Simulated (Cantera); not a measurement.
**V2O5 + H2 + N2 (hydrogen reduction and annealing atmospheres)**

Input: 1 mol V2O5, 1 mol H2, 30 mol N2, held at 10000 Pa.

Cantera equilibrium calculation (NASA polynomials, part measured and part estimated; ideal gas, pure solids and liquids). Candidate condensed phases: H2O, V, VN, VO, V2O3, V2O4, V2O5; 28 gas species. Mutual solubility and eutectic melting of coexisting phases are not modelled. Condensed phases not in the tables: the oxides between V2O3 and V2O5 other than VO2. Rates play no part.

```csv
T (K),log p N2,log p H2O,log p VO2,log p O2,log p H2,log p NO,log p OH,log p H,n V2O4(s),n V2O3(s),n V2O4(l)
925,-1.01,-2.49,<-13,-9.33,-8.93,-9.67,-10.54,<-13,1.00,0,0
1025,-1.01,-2.49,<-13,-8.43,-8.02,-8.72,-9.42,-12.37,1.00,0,0
1125,-1.01,-2.49,-12.29,-7.69,-7.27,-7.93,-8.49,-10.98,1.00,0,0
1225,-1.01,-2.49,-10.56,-7.07,-6.63,-7.28,-7.72,-9.82,1.00,0,0
1325,-1.01,-2.49,-9.10,-6.54,-6.09,-6.72,-7.07,-8.83,1.00,0,0
1425,-1.01,-2.49,-7.85,-6.09,-5.63,-6.24,-6.50,-7.98,1.000,0,0
1525,-1.01,-2.49,-6.77,-5.70,-5.22,-5.83,-6.01,-7.24,1.000,0,0
1625,-1.01,-2.49,-5.83,-5.35,-4.87,-5.46,-5.59,-6.59,1.000,0,0
1725,-1.01,-2.50,-5.00,-5.00,-4.58,-5.11,-5.19,-6.02,0.997,0.00145,0
1825,-1.01,-2.50,-4.28,-4.38,-4.48,-4.65,-4.77,-5.60,0,0.0253,0.967
1925,-1.02,-2.50,-3.72,-4.13,-4.23,-4.39,-4.47,-5.14,0,0.0452,0.925
2025,-1.02,-2.51,-3.22,-3.92,-4.01,-4.17,-4.20,-4.72,0,0.0753,0.830
```
log p: log10 of the partial pressure in bar; n: condensed amount in mol.

From 925 K to 1625 K the condensed part is V2O4(s). At 1725 K the condensed part is V2O3(s) + V2O4(s). From 1825 K to 2025 K the condensed part is V2O3(s) + V2O4(l).
